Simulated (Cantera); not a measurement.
A Cantera script and its output.

```python
import numpy as np
import cantera as ct

gas = ct.Solution("gri30.yaml")
gas.TPX = 1775, 39000, {'CH4': 1, 'H2O': 0.31, 'H2': 0.11}
inlet = ct.Reservoir(gas, clone=True)

reactor = ct.IdealGasConstPressureReactor(gas, energy="off", clone=False)
exhaust = ct.Reservoir(gas, clone=True)
tau = [3.6, 1.4, 0.56, 0.22, 0.087, 0.034, 0.014, 0.0053, 0.0021][0]
for a, b in ((inlet, reactor), (reactor, exhaust)):
    ct.MassFlowController(a, b, mdot=lambda t: reactor.mass / tau)
net = ct.ReactorNet([reactor])
show = ['CH4', 'H2O', 'H2', 'C2H', 'C2H2', 'H']

rows = []
print(f"{'tau/s':>10s}{'T/K':>9s}" + "".join(f"{s:>11s}" for s in show))
for tau in [3.6, 1.4, 0.56, 0.22, 0.087, 0.034, 0.014, 0.0053, 0.0021]:
    net.initial_time = 0.0
    net.advance(30 * tau)
    before = gas.X
    net.advance(40 * tau)
    drift = np.max(np.abs(gas.X - before) / (gas.X + 1e-9))
    rows.append([gas.T, *gas[show].X, drift])
    print(f"{tau:10.3e}{gas.T:9.1f}" + "".join(f"{x:11.3e}" for x in gas[show].X))
```

Output:

```
     tau/s      T/K        CH4        H2O         H2        C2H       C2H2          H
 3.600e+00   1775.0  1.672e-02  1.350e-02  7.371e-01  5.362e-07  1.279e-01  3.935e-04
 1.400e+00   1775.0  2.526e-02  2.866e-02  7.197e-01  5.614e-07  1.344e-01  3.828e-04
 5.600e-01   1775.0  3.834e-02  5.189e-02  6.928e-01  5.989e-07  1.441e-01  3.665e-04
 2.200e-01   1775.0  5.930e-02  8.124e-02  6.554e-01  6.340e-07  1.545e-01  3.426e-04
 8.700e-02   1775.0  9.247e-02  1.096e-01  6.096e-01  6.380e-07  1.591e-01  3.114e-04
 3.400e-02   1775.0  1.455e-01  1.328e-01  5.525e-01  5.917e-07  1.525e-01  2.732e-04
 1.400e-02   1775.0  2.192e-01  1.506e-01  4.838e-01  5.044e-07  1.340e-01  2.324e-04
 5.300e-03   1775.0  3.264e-01  1.689e-01  3.894e-01  3.749e-07  1.015e-01  1.843e-04
 2.100e-03   1775.0  4.443e-01  1.863e-01  2.872e-01  2.337e-07  6.315e-02  1.377e-04
```

Computed with Cantera and GRI-Mech 3.0 (53 species, 325 reactions). GRI-Mech 3.0 stops at C3 and has no aromatics, soot or wall deposition, so with more carbon than oxygen in the feed, carbon stays in small species such as C2H2 where larger ones or solid carbon would form.
